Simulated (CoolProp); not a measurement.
Vapour-liquid equilibrium of propylene (1) + R142b (2) at 216.9 K; x and y are mole fractions of (1).

The numbers come from the multi-fluid Helmholtz-energy mixture model, Lemmon 2013 and Lemmon 2006; pair parameters Bell 2016 in CoolProp.

### Question
Give the bubble pressure and the first vapour's composition at x = 0.05, 0.45, 0.55. Is there an azeotrope?

### Answer
x = 0.05: 12.96 kPa, y = 0.329; x = 0.45: 40.09 kPa, y = 0.866; x = 0.55: 45.43 kPa, y = 0.898. No azeotrope shows between x = 0.05 and 0.95.

The pair parameters rest on a limited set of measurements; away from them the model extrapolates.
